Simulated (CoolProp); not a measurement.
Values from CoolProp's reference Helmholtz-energy equation of state, Gao 2020.

Question: For ammonia, give the phase and the speed of sound (m/s) at 251.15 °C and 0.545 MPa; 448.65 °C and 0.0331 MPa.

Answer: 
- 251.15 °C and 0.545 MPa: gas; speed of sound 562
- 448.65 °C and 0.0331 MPa: gas; speed of sound 652
